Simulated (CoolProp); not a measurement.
Vapour-liquid equilibrium of isobutane (1) + acetone (2) at 2.95 bar; x and y are mole fractions of (1).

The numbers come from the multi-fluid Helmholtz-energy mixture model, Bücker 2006 and Lemmon 2006; pair parameters Bell 2016 in CoolProp.

| x | bubble temperature, mixture model (K) | bubble temperature, Raoult's law (K) | y, mixture model | y, Raoult's law |
|---|---|---|---|---|
| 0.05 | 342.2 | 356.2 | 0.478 | 0.242 |
| 0.125 | 320.4 | 345.7 | 0.757 | 0.487 |
| 0.2 | 309.2 | 337.0 | 0.847 | 0.644 |
| 0.275 | 303.5 | 329.7 | 0.882 | 0.747 |
| 0.35 | 300.6 | 323.4 | 0.899 | 0.818 |
| 0.425 | 299.0 | 318.0 | 0.907 | 0.868 |
| 0.5 | ? | 313.3 | 0.912 | 0.904 |
| 0.575 | 297.6 | 309.1 | 0.916 | 0.930 |
| 0.65 | 297.0 | 305.4 | 0.921 | 0.951 |
| 0.725 | 296.3 | 302.1 | 0.927 | 0.966 |
| 0.8 | 295.4 | 299.1 | 0.936 | 0.978 |
| 0.875 | ? | 296.4 | 0.952 | 0.988 |
| 0.95 | ? | 293.9 | 0.976 | 0.996 |

Task: Complete the blanks.

Result: 
- 0.5, bubble temperature, mixture model (K): 298.2
- 0.875, bubble temperature, mixture model (K): 294.3
- 0.95, bubble temperature, mixture model (K): 293.2

The largest gap from Raoult's law is -27.8 K in bubble temperature, at x = 0.2. No azeotrope shows between x = 0.05 and 0.95.

The pair parameters rest on a limited set of measurements; away from them the model extrapolates. With so large a gap from Raoult's law the liquid may split in two, which this calculation doesn't test in full.
